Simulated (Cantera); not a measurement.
Charge: 1 mol SiH4, 0.49 mol Cl2, 47 mol H2, held at 1025 K and 1 atm.

Equilibrium computed with Cantera from the NASA thermochemical tables; the gas is ideal and each condensed phase is pure. Candidate condensed phases: Si; 19 gas species. The tables' values for SiCl3 are old estimates; treat these amounts as uncertain. Rates play no part.

Base state: H2 0.990, HCl 0.00517, SiHCl3 0.00249, SiCl4 0.00151, SiH2Cl2 0.000454, SiCl3 5.91e-5, SiCl2 4.82e-5, SiH3Cl 2.14e-5 (mole fractions); condensed: Si(s).

**Question.** What changes in the equilibrium state with this change: Cl2 from 0.49 to 0.0045 mol?

**Answer.** 
```tsv
species	before	after
H2	0.990	1.000
HCl	0.00517	0.000181
SiH3Cl	2.14e-5	7.56e-7
SiHCl3	0.00249	1.06e-7
SiCl4	0.00151	2.24e-9
SiCl3	5.91e-5	2.51e-9
SiCl2	4.82e-5	5.87e-8
SiH2Cl2	0.000454	5.58e-7
Si(s), mol	0.774	1.000
```

**Question.** What changes in the equilibrium state with this change: Cl2 from 0.49 to 0.0057 mol?

**Answer.** 
```json
[
 {"species": "H2", "before": "0.990", "after": "1.000"},
 {"species": "HCl", "before": "0.00517", "after": "0.000229"},
 {"species": "SiH3Cl", "before": "2.14e-5", "after": "9.55e-7"},
 {"species": "SiHCl3", "before": "0.00249", "after": "2.14e-7"},
 {"species": "SiCl4", "before": "0.00151", "after": "5.70e-9"},
 {"species": "SiCl3", "before": "5.91e-5", "after": "5.05e-9"},
 {"species": "Si(s), mol", "before": "0.774", "after": "1.000"}
]
```
